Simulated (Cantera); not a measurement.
Charge: 1 mol Cu, 0.0084 mol O2, 150 mol N2, 0.71 mol CO2, equilibrated at 477 °C and 5000 Pa.

Cantera equilibrium calculation (NASA polynomials, part measured and part estimated; ideal gas, pure solids and liquids). Candidate condensed phases: C, Cu, CuO, Cu2O; 27 gas species. The numbers say what is thermodynamically allowed, not how fast it happens.

Base state: N2 0.995, CO2 0.00471 (mole fractions); condensed: Cu(s) + Cu2O(s).

**Question.** What changes in the equilibrium state with this change: temperature from 477 °C to 1352 °C?

**Answer.** 
```json
[
 {"species": "N2", "before": "0.995", "after": "0.994"},
 {"species": "CO2", "before": "0.00471", "after": "0.00464"},
 {"species": "Cu", "before": "<1e-9", "after": "0.00114"},
 {"species": "CO", "before": "<1e-9", "after": "6.93e-5"},
 {"species": "O2", "before": "<1e-9", "after": "6.80e-5"},
 {"species": "NO", "before": "<1e-9", "after": "4.35e-5"},
 {"species": "Cu(s), mol", "before": "0.966", "after": "0"},
 {"species": "Cu2O(s), mol", "before": "0.0168", "after": "0"},
 {"species": "Cu(l), mol", "before": "0", "after": "0.827"}
]
```
